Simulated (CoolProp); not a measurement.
C2F6 (R116) along the isobar 3540 kPa: Z from the reference equation and from simpler models built on Tc = 293.0 K, pc = 3048 kPa, ω = 0.257; each cubic takes its own stable root.

The numbers come from the reference Helmholtz-energy equation of state, Lemmon 2006 in CoolProp. It is a short technical equation, of lower accuracy than the large ones.

```tsv
T (K)	phase	reference
267.1	liquid	0.1776
275.5	liquid	0.1823
283.8	liquid	0.1908
292.2	liquid	0.2100
300.6	supercritical	0.3650
309	supercritical	0.5370
317.3	supercritical	0.6160
325.7	supercritical	0.6712
334.1	supercritical	0.7135
342.5	supercritical	0.7476
350.9	supercritical	0.7760
359.2	supercritical	0.8000
367.6	supercritical	0.8209
376	supercritical	0.8391
384.4	supercritical	0.8551
```

How far does each simpler model (van der Waals, Redlich-Kwong, Soave-Redlich-Kwong) lie from the reference over these 15 states: mean and median of the absolute difference, and the worst?


- van der Waals: mean 17.0 %, median 5.8 %, worst +50.6 % at 267.1 K and 3540 kPa
- Redlich-Kwong: mean 7.3 %, median 3.9 %, worst +19.7 % at 292.2 K and 3540 kPa
- Soave-Redlich-Kwong: mean 5.1 %, median 1.4 %, worst +19.2 % at 292.2 K and 3540 kPa
